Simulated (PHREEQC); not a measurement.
Solution (15 °C): 0.47 mol/kgw MgSO4, 0.29 mol/kgw KCl and 0.00021 mol/kgw H4SiO4. Closed to the air; pH follows from the charge balance.

The numbers come from PHREEQC with the Pitzer model, pitzer.dat.

```csv
quantity,before,after
pH,6.66,6.82
HSO4- (mol/kgw),5.07e-7,2.99e-7
MgOH+ (mol/kgw),3.74e-7,2.67e-7
SI of SiO2(a) (SiO2),-0.84,-1.19
SI of Epsomite (MgSO4:7H2O),-0.99,-1.28
```

### Question
Name the change that produced these shifts.
A. diluted 10-fold with water
B. diluted 2-fold with water
C. KCl replaced by K2SO4 at the same molality
D. KCl replaced by KHCO3 at the same molality

### Answer
B, diluted 2-fold with water

Precipitation was switched off in this run. In brines, pH and single-ion activities rest on the MacInnes convention.
